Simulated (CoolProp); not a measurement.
Model: reference Helmholtz-energy equation of state, Guder 2009, in CoolProp.

Problem. For sulfur hexafluoride, give the phase and the density (kg/m³), cv (kJ/(kg K)), Joule-Thomson coefficient (K/MPa), expansivity (1/kK) at 231.8 K and 4.26 MPa; 504 K and 4.26 MPa.

Solution. 
- 231.8 K and 4.26 MPa: liquid; density 1830, cv 0.545, Joule-Thomson coefficient -0.252, expansivity 2.63
- 504 K and 4.26 MPa: supercritical; density 158, cv 0.834, Joule-Thomson coefficient 2.34, expansivity 2.66
